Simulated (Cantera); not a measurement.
Feed: 1 mol Si3N4, a varied amount of O2, 90 mol N2, equilibrated at 1600 K and 1.00 Torr.

Equilibrium computed with Cantera from the NASA thermochemical tables; the gas is ideal and each condensed phase is pure. Candidate condensed phases: Si, SiO2, Si2N2O, Si3N4; 16 gas species. Mutual solubility and eutectic melting of coexisting phases are not modelled. Rates play no part.

Task: Which condensed phases are stable at each of these points (n(O2) (mol)): 0.0064, 0.01, 0.016, 0.025, 0.039, 0.061, 0.095, 0.15, 0.23, 0.37, 0.58, 0.91?

Result: 
```
n(O2) (mol)      condensed phases  Si condensed (%)
-----------  --------------------  ----------------
0.0064                   Si3N4(s)              99.5
0.01                     Si3N4(s)              99.2
0.016                    Si3N4(s)              98.8
0.025                    Si3N4(s)              98.2
0.039                    Si3N4(s)              97.3
0.061                    Si3N4(s)              95.8
0.095                    Si3N4(s)              93.6
0.15                     Si3N4(s)              89.9
0.23         Si2N2O(s) + Si3N4(s)              88.3
0.37         Si2N2O(s) + Si3N4(s)              88.3
0.58         Si2N2O(s) + Si3N4(s)              88.3
0.91                    Si2N2O(s)              78.6
```

From 0.0064 mol O2 to 0.15 mol O2 the condensed part is Si3N4(s). From 0.23 mol O2 to 0.58 mol O2 the condensed part is Si2N2O(s) + Si3N4(s). At 0.91 mol O2 the condensed part is Si2N2O(s).
